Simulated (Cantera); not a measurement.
Cantera run, input and output.

```python
import numpy as np
import cantera as ct

gas = ct.Solution("gri30.yaml")
gas.TPX = 1175, 1000000, {'CH4': 1, 'C2H6': 0.083, 'O2': 1.91, 'N2': 7.18}
reactor = ct.IdealGasReactor(gas, energy="on", clone=False)
net = ct.ReactorNet([reactor])
net.rtol, net.atol = 1e-08, 1e-16
show = ['CH4', 'C2H6', 'O2', 'H2O', 'OH', 'CH2CO', 'NO']
times = np.geomspace(3e-06, 2, 12)

steps = ct.SolutionArray(gas, extra=["t"])
rows = []
print(f"{'t/s':>10s}{'T/K':>9s}{'P/Pa':>11s}" + "".join(f"{s:>11s}" for s in show))
for t in times:
    while net.time < t:
        t_next = net.step()
        steps.append(gas.state, t=t_next)
    rows.append([np.interp(t, steps.t, y) for y in (steps.T, steps.P, *steps(*show).X.T)])
    print(f"{t:10.3e}{rows[-1][0]:9.1f}{rows[-1][1]:11.4g}" + "".join(f"{x:11.3e}" for x in rows[-1][2:]))
rate = np.gradient(steps.T, steps.t)
print("integrator steps:", len(steps.t))
if steps.T.max() > steps.T[0] + 200:
    print(f"time of steepest temperature rise: {steps.t[rate.argmax()]:.4e} s")
gas.TPX = 1175, 1000000, {'CH4': 1, 'C2H6': 0.083, 'O2': 1.91, 'N2': 7.18}
gas.equilibrate("UV")
print(f"equilibrium (UV): T = {gas.T:.1f} K  " + "  ".join(f"{s} {gas[s].X[0]:.3e}" for s in show))
```

Result:

```
       t/s      T/K       P/Pa        CH4       C2H6         O2        H2O         OH      CH2CO         NO
 3.000e-06   1175.0      1e+06  9.830e-02  8.159e-03  1.878e-01  7.723e-10  1.816e-11  9.272e-18  1.350e-21
 1.015e-05   1175.0      1e+06  9.830e-02  8.159e-03  1.878e-01  8.824e-09  6.196e-11  1.692e-15  1.475e-20
 3.436e-05   1175.0      1e+06  9.830e-02  8.158e-03  1.878e-01  1.066e-07  2.319e-10  2.221e-13  1.642e-19
 1.163e-04   1175.0      1e+06  9.830e-02  8.156e-03  1.877e-01  1.718e-06  1.334e-09  2.736e-11  2.237e-18
 3.935e-04   1175.4      1e+06  9.824e-02  8.124e-03  1.877e-01  6.951e-05  2.183e-08  1.161e-08  2.744e-16
 1.332e-03   1235.2  1.054e+06  9.147e-02  6.350e-03  1.802e-01  8.336e-03  1.675e-06  4.767e-05  7.297e-13
 4.506e-03   3020.8  2.721e+06  2.992e-12  1.878e-23  3.274e-03  1.726e-01  1.130e-02  5.271e-14  5.632e-03
 1.525e-02   3020.8  2.721e+06  2.992e-12  1.878e-23  3.274e-03  1.726e-01  1.130e-02  5.271e-14  5.632e-03
 5.160e-02   3020.8  2.721e+06  2.992e-12  1.878e-23  3.274e-03  1.726e-01  1.130e-02  5.271e-14  5.632e-03
 1.746e-01   3020.8  2.721e+06  2.992e-12  1.878e-23  3.274e-03  1.726e-01  1.130e-02  5.271e-14  5.632e-03
 5.910e-01   3020.8  2.721e+06  2.992e-12  1.878e-23  3.274e-03  1.726e-01  1.130e-02  5.271e-14  5.632e-03
 2.000e+00   3020.8  2.721e+06  2.992e-12  1.878e-23  3.274e-03  1.726e-01  1.130e-02  5.271e-14  5.632e-03
integrator steps: 2185
time of steepest temperature rise: 1.4597e-03 s
equilibrium (UV): T = 3020.8 K  CH4 3.542e-12  C2H6 2.493e-23  O2 3.274e-03  H2O 1.726e-01  OH 1.130e-02  CH2CO 5.670e-14  NO 5.632e-03
```

Model: GRI-Mech 3.0 (53 species, 325 reactions), integrated in Cantera. Above 3000 K some thermodynamic fits are extrapolated.
